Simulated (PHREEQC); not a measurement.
0.5 mol of Ag2CO3 (Ag2CO3) is brought to equilibrium with 1 kg of water holding 0.021 mol/kgw HCl, at 25 °C under several pressures of CO2. O2 is buffered at 0.21 atm. The run lets Ag2CO3, Cerargyrite, Ag2O precipitate or redissolve, and no other solid.

Model: ion-association model, wateq4f.dat, run in PHREEQC.

```tsv
log pCO2 (atm)	pH	dissolved Ag (mol/kgw)	dissolved C (mol/kgw)	Cerargyrite (mol)
-5	9.37	0.000479	0.000410	0.0210
-4.5	9.03	0.000595	0.000555	0.0210
-4	8.67	0.000768	0.000748	0.0210
-3.5	8.30	0.00101	0.00101	0.0210
-3	7.93	0.00135	0.00137	0.0210
-2.5	7.55	0.00180	0.00191	0.0210
-2	7.18	0.00242	0.00276	0.0210
-1.5	6.80	0.00325	0.00432	0.0210
-1	6.43	0.00437	0.00777	0.0210
-0.5	6.06	0.00588	0.0166	0.0210
0	5.68	0.00793	0.0419	0.0210
```

Complexes and solids missing from the database can't appear.
